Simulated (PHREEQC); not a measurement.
Consider water at 85 °C with 0.014 mol H3PO4 and 0.0014 mol HCl per kg of water. Closed to the air; pH follows from the charge balance.

Model: ion-association model, wateq4f.dat, run in PHREEQC.

```json
[
 {"quantity": "pH", "before": "2.20", "after": "2.69"},
 {"quantity": "ionic strength (mol/kgw)", "before": "0.00692", "after": "0.00213"}
]
```

Task: What was changed between the two runs?
(A) H3PO4 left out
(B) 0.0055 mol/kgw ZnCl2 added
(C) H3PO4 from 0.014 to 0.028 mol/kgw
(D) diluted 5-fold with water
(E) H3PO4 replaced by KH2PO4 at the same molality

Result: D, diluted 5-fold with water

No solid was allowed to form. H3PO4, which wateq4f.dat lacks, is added to it with the constant of phreeqc.dat. Constants without temperature data keep their 25 °C values here.
